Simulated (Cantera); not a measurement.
A Cantera script and what it prints.

```python
import numpy as np
import cantera as ct

gas_names = """
    NH3 NO2 H2O2
""".split()
cond_names = """
    V2O4(I) V2O4(II) V2O4(L) V2O3(s) V2O3(L)
""".split()


# ... load() reads the species with a 1 bar reference pressure and builds the phases ...
species = {s.name: s for s in load("nasa_gas.yaml", gas_names) + load("nasa_condensed.yaml", cond_names)}
# Each term lists the table entries of one substance; the one whose range holds T is used.
reactions = {
    '2 NH3(g) + 10 V2O4 = 2 NO2(g) + 10 V2O3 + 3 H2O2(g)':
        [(-2, ['NH3']), (-10, ['V2O4(I)', 'V2O4(II)', 'V2O4(L)']), (2, ['NO2']), (10, ['V2O3(s)', 'V2O3(L)']), (3, ['H2O2'])],
}


def pick(names, T):
    return next(species[n] for n in names if species[n].thermo.min_temp <= T <= species[n].thermo.max_temp)


results = []
for label, terms in reactions.items():
    print(label)
    print("     T/K   dH/kJ  dS/(J/K)   dG/kJ   log10 K")
    for T in [975, 1000, 1025, 1050, 1075, 1100, 1125, 1150]:
        used = [(nu, pick(names, T)) for nu, names in terms]
        dH = sum(nu * s.thermo.h(T) for nu, s in used) / 1e6
        dS = sum(nu * s.thermo.s(T) for nu, s in used) / 1e3
        dG = dH - T * dS / 1e3
        logK = -dG * 1e6 / (ct.gas_constant * T * np.log(10))
        results.append((label, T, dH, dS, dG, logK, [s.name for _, s in used]))
        print(f"{T:8g} {dH:8.1f} {dS:8.1f} {dG:8.1f} {logK:8.2f}")
```

Result:

```
2 NH3(g) + 10 V2O4 = 2 NO2(g) + 10 V2O3 + 3 H2O2(g)
     T/K   dH/kJ  dS/(J/K)   dG/kJ   log10 K
     975   1716.7    436.1   1291.5   -69.19
    1000   1715.5    434.9   1280.6   -66.89
    1025   1714.4    433.7   1269.8   -64.71
    1050   1713.2    432.7   1258.9   -62.63
    1075   1712.1    431.7   1248.1   -60.65
    1100   1711.1    430.7   1237.3   -58.76
    1125   1710.2    429.8   1226.6   -56.95
    1150   1709.2    429.0   1215.9   -55.22
```

Standard-state values (1 bar) from the NASA 1993 polynomials, evaluated with Cantera. Condensed species are held in their standard states even where they would react or evaporate.
